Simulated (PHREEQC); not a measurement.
**Silver or lead bath**

Dissolve 0.00015 mol PbCl2, 3.4e-05 mol NaNO3 and 0.085 mol Zn(NO3)2 per kg of water at 45 °C. Closed to the air; pH follows from the charge balance.

Model: ion-association model, wateq4f.dat, run in PHREEQC.

No solid was allowed to form.

Q: Estimate the pH.

A: pH 4.96.

Q: In which forms is Pb present?

A: Pb+2 61 %, PbNO3+ 39 % of the Pb.

Species that the database lacks are ignored. At this temperature some constants are extrapolated from 25 °C, and those without enthalpy data are left unchanged.
